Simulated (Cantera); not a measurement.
Charge: 1 mol SiHCl₃, a varied amount of HCl, 190 mol H₂, equilibrated at 100000 Pa.

Method: chemical equilibrium by Gibbs-energy minimisation in Cantera with the NASA 1993 tables (ideal gas, pure condensed phases). Candidate condensed phases: Si; 19 gas species. The tables' values for SiCl₃ are old estimates. Rates play no part.

Task: What condenses at these points (T in K, n(HCl) in mol): (975, 1.8); (900, 3.3); (1575, 2.7); (1350, 1.4); (1575, 1.8)?

Result: 
```csv
T (K),n(HCl) in mol,condensed phases,Si condensed (%)
975,1.8,gas only,0.0
900,3.3,gas only,0.0
1575,2.7,Si,55.4
1350,1.4,Si,67.4
1575,1.8,Si,67.0
```
